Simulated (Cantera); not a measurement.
## Adiabatic ignition

An adiabatic, constant-volume homogeneous reactor starts with 5.52 % C3H8, 19.7 % O2, 73.9 % N2, 0.883 % CO2, at 1600 K and 5.40 bar.

Cantera simulation using GRI-Mech 3.0 (53 species, 325 reactions); the numbers are that mechanism's predictions, not measurements. GRI-Mech 3.0 was tuned for natural gas; its chemistry of propane as a main component is partial and can be far from experiment. Above 3000 K some thermodynamic fits are extrapolated.

```tsv
t (s)	T (K)	P (bar)	x C3H8	x O2	x O	x H2O2	x CH4	x CO2	x C2H6
3.00e-6	1588	5.41	0.0467	0.193	4.94e-6	2.09e-5	0.000714	0.00878	0.00119
8.23e-6	1657	5.83	0.0217	0.171	3.27e-5	7.38e-5	0.00446	0.00880	0.00369
2.26e-5	3174	12.5	<1e-12	0.00441	0.00376	6.74e-7	3.86e-12	0.0417	<1e-12
6.20e-5	3161	12.4	<1e-12	0.00387	0.00339	6.17e-7	4.28e-12	0.0410	<1e-12
0.000170	3158	12.4	<1e-12	0.00374	0.00330	6.03e-7	4.39e-12	0.0408	<1e-12
0.000468	3158	12.4	<1e-12	0.00374	0.00330	6.03e-7	4.39e-12	0.0408	<1e-12
0.00128	3158	12.4	<1e-12	0.00374	0.00330	6.03e-7	4.39e-12	0.0408	<1e-12
0.00352	3158	12.4	<1e-12	0.00374	0.00330	6.03e-7	4.39e-12	0.0408	<1e-12
0.00967	3158	12.4	<1e-12	0.00374	0.00330	6.03e-7	4.39e-12	0.0408	<1e-12
0.0265	3158	12.4	<1e-12	0.00374	0.00330	6.03e-7	4.39e-12	0.0408	<1e-12
0.0729	3158	12.4	<1e-12	0.00374	0.00330	6.03e-7	4.39e-12	0.0408	<1e-12
0.200	3158	12.4	<1e-12	0.00374	0.00330	6.03e-7	4.39e-12	0.0408	<1e-12
```
x: mole fraction; the columns are a selection and need not sum to one.

| Quantity | Value |
|---|---|
| time of steepest temperature rise | 10.9 µs |
| temperature at 0.200 s | 3158 K |
| equilibrium temperature | 3158 K |
| x(C3H8) at 0.200 s | <1e-12 (gas-phase equilibrium <1e-12) |
| x(O2) at 0.200 s | 0.00374 (gas-phase equilibrium 0.00374) |
| x(O) at 0.200 s | 0.00330 (gas-phase equilibrium 0.00330) |
